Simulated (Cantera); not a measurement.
Feed: 1 mol C₂H₆, 1.7 mol CO₂, 1.9 mol H₂, at 1000 Pa.

Method: chemical equilibrium by Gibbs-energy minimisation in Cantera with the NASA 1993 tables (ideal gas, pure condensed phases). Candidate condensed phases: C, C₆H₆, C₇H₈, C₈H₁₈, H₂O; 110 gas species. Equilibrium is a limit: real reactors are often held back by kinetics, nucleation or transport. All values below are at 1825 K.

Base state: H₂ 0.588, CO 0.409, H 0.00338, C₂H₂ (acetylene) 0.000126 (mole fractions); condensed: C(graphite).

Problem. What changes in the equilibrium state with this change: pressure from 1000 Pa to 1000000 Pa?

Solution. 
```
species            before     after
----------------  -------  --------
H₂                  0.588     0.586
CO                  0.409     0.410
CH₄               2.45e-6   0.00244
H                 0.00338  0.000107
CO₂               1.08e-7  0.000108
H₂O               6.06e-7  0.000607
C(graphite), mol    0.298     0.283
```
